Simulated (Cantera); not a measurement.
A perfectly stirred reactor is fed with CH4 : H2O = 1 : 3.5 (molar parts), at 310000 Pa; it is held at 1348 K, and followed from long to short residence time.

Model: GRI-Mech 3.0 (53 species, 325 reactions), integrated in Cantera.

Problem. What does this change do: temperature 1348 to 2025 K?

Solution. 
| quantity | before | after |
|---|---|---|
| x(CH4) at τ = 0.380 s | 0.211 | 0.00146 |
| x(H2O) at τ = 0.380 s | 0.772 | 0.366 |
| x(C2H6) at τ = 0.380 s | 0.000315 | 4.61e-8 |
| x(HCO) at τ = 0.380 s | 5.38e-12 | 1.06e-7 |
| x(CO2) at τ = 0.380 s | 1.82e-5 | 0.0214 |
| x(CH4) at τ = 24.0 ms | 0.222 | 0.0105 |
| x(H2O) at τ = 24.0 ms | 0.778 | 0.399 |
| x(C2H6) at τ = 24.0 ms | 0.000185 | 2.56e-6 |
| x(HCO) at τ = 24.0 ms | 1.19e-12 | 1.14e-7 |
| x(CO2) at τ = 24.0 ms | 9.16e-9 | 0.0215 |

Problem. What does this change do: temperature 1348 to 1775 K?

Solution. 
```tsv
quantity	before	after
x(CH4) at τ = 0.380 s	0.211	0.0180
x(H2O) at τ = 0.380 s	0.772	0.417
x(C2H6) at τ = 0.380 s	0.000315	4.27e-6
x(HCO) at τ = 0.380 s	5.38e-12	2.24e-8
x(CO2) at τ = 0.380 s	1.82e-5	0.0257
x(CH4) at τ = 24.0 ms	0.222	0.0523
x(H2O) at τ = 24.0 ms	0.778	0.571
x(C2H6) at τ = 24.0 ms	0.000185	4.96e-5
x(HCO) at τ = 24.0 ms	1.19e-12	1.22e-8
x(CO2) at τ = 24.0 ms	9.16e-9	0.0155
```
